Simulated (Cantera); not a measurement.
# Low-pressure radical oxidation in H2/O2

An isothermal, constant-pressure homogeneous reactor starts with 9.16 % H₂, 76.3 % O₂, 14.5 % N₂, at 1175 K and 1.20 Torr.

Cantera simulation using the H2/O2 subset of GRI-Mech 3.0, which has no nitrogen chemistry; the numbers are that mechanism's predictions, not measurements. Radical loss at walls, strong at low pressure, is not modelled. The temperature is held fixed by assumption; the heat of reaction is taken as removed at once.

```tsv
t (s)	x H₂	x O₂	x OH	x HO₂	x O	x H₂O
1.00e-5	0.0916	0.763	<1e-12	4.75e-11	<1e-12	<1e-12
8.18e-5	0.0916	0.763	2.78e-11	3.89e-10	2.91e-11	2.52e-12
0.000669	0.0916	0.763	1.10e-9	3.18e-9	1.46e-9	8.90e-10
0.00547	0.0916	0.763	3.44e-7	2.63e-8	5.69e-7	1.07e-6
0.0447	0.00263	0.701	0.00490	6.03e-7	0.0478	0.0743
0.366	0.00224	0.710	0.00455	6.06e-7	0.0389	0.0789
2.99	0.000590	0.742	0.00239	4.77e-7	0.00918	0.0925
24.5	1.38e-5	0.752	0.000367	6.11e-8	0.000210	0.0958
200	4.79e-7	0.752	6.85e-5	4.36e-9	7.31e-6	0.0960
```
x: mole fraction; the columns are a selection and need not sum to one.

Equilibrium at this temperature and pressure: H₂ 2.08e-8, O₂ 0.752, OH 1.43e-5, HO₂ 5.15e-9, O 3.19e-7, H₂O 0.0960 (gas phase only).
